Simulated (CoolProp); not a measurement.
A single-stage vapour-compression cycle with R21: evaporating at 309.15 K (dew point), condensing at 353.15 K (bubble point), superheat 8 K, subcooling 5 K, compressor efficiency 0.65, no pressure losses. Each further row changes one setting.

The numbers come from the reference Helmholtz-energy equation of state, Platzer 1990 in CoolProp. This equation is an older, rougher fit; its heat capacities, sound speeds and derivatives of the liquid may be far off and weren't checked against measurements.

| case | cooling COP | pressure ratio | discharge temperature (K) | refrigerating effect (kJ/kg) | volumetric capacity (kJ/m³) |
|---|---|---|---|---|---|
| as stated | 4.00 | 3.28 | 396.8 | 186 | 2020 |
| evaporating temperature 314.15 K | 4.66 | 2.81 | 391.9 | 188 | 2370 |
| condensing temperature 348.15 K | 4.60 | 2.91 | 388.5 | 192 | 2080 |
| subcooling 10 K | 4.12 | 3.28 | 396.8 | 192 | 2080 |
| superheat 18 K | 3.98 | 3.28 | 408.0 | 193 | 2020 |
| compressor efficiency 0.55 | 3.38 | 3.28 | 407.9 | 186 | 2020 |
